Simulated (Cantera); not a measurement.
An isothermal plug-flow reactor at 1175 K and 1.01 bar (inlet), inlet velocity 0.058 m/s, active area per volume 200 1/m; feed CH4 : O2 : N2 = 0.0025 : 0.14 : 0.79 (molar parts), equivalence ratio 0.036.

Cantera simulation using Deutschmann's 1995 Pt surface mechanism with GRI-Mech 3.0 gas chemistry; the numbers are that mechanism's predictions, not measurements. Catalytic surfaces can have several steady states; this one follows from the mechanism file's or the stated starting coverage. Mass transfer to the wall is taken as infinitely fast.

Question: What does this change do: temperature 1175 to 975 K?

Answer: 
```
quantity                  before     after
----------------------  --------  --------
x(CH4) at z = 0.012 m   8.17e-10  0.000526
x(O2) at z = 0.012 m       0.145     0.146
x(H2O) at z = 0.012 m    0.00535   0.00427
x(CO2) at z = 0.012 m    0.00267   0.00212
x(CO) at z = 0.012 m     8.14e-9   2.92e-7
θ(free Pt) at the exit     0.365     0.154
θ(O*) at the exit          0.634     0.845
```
